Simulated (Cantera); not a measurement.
## Stirred combustor or abatement burner

A perfectly stirred reactor is fed with CH4 : H2 : O2 : N2 : CO2 = 1 : 0.053 : 1.69 : 6.35 : 2.4 (molar parts), at 110000 Pa; it is adiabatic with a 448 K inlet, and is followed from long to short residence time, starting on the burning branch (τ in s: 0.049, 0.026, 0.014, 0.0074, 0.004, 0.0021, 0.0011, 0.0006, 0.00032, 0.00017, 9.2e-05, 4.9e-05).

Detailed kinetics in Cantera: GRI-Mech 3.0 (53 species, 325 reactions).

```
τ (s)    T (K)     x CH4     x H2      x O2    x CH3   x CH2O    x CH2  x CO2
-------  -----  --------  -------  --------  -------  -------  -------  -----
0.049     1768   3.73e-5  0.00914  0.000796  1.34e-5  3.58e-6  4.45e-7  0.238
0.026     1760   5.22e-5  0.00931   0.00120  1.84e-5  5.12e-6  6.82e-7  0.237
0.014     1750   7.52e-5  0.00955   0.00178  2.54e-5  7.36e-6  1.02e-6  0.236
0.0074    1736  0.000114  0.00988   0.00260  3.64e-5  1.10e-5  1.52e-6  0.235
0.0040    1720  0.000180   0.0103   0.00368  5.36e-5  1.66e-5  2.25e-6  0.233
0.0021    1697  0.000314   0.0109   0.00527  8.61e-5  2.72e-5  3.46e-6  0.231
0.0011     448    0.0870  0.00461     0.147   <1e-12   <1e-12   <1e-12  0.209
0.00060    448    0.0870  0.00461     0.147   <1e-12   <1e-12   <1e-12  0.209
0.00032    448    0.0870  0.00461     0.147   <1e-12   <1e-12   <1e-12  0.209
0.00017    448    0.0870  0.00461     0.147   <1e-12   <1e-12   <1e-12  0.209
9.2e-5     448    0.0870  0.00461     0.147   <1e-12   <1e-12   <1e-12  0.209
4.9e-5     448    0.0870  0.00461     0.147   <1e-12   <1e-12   <1e-12  0.209
```
x: mole fraction; the columns are a selection and need not sum to one.
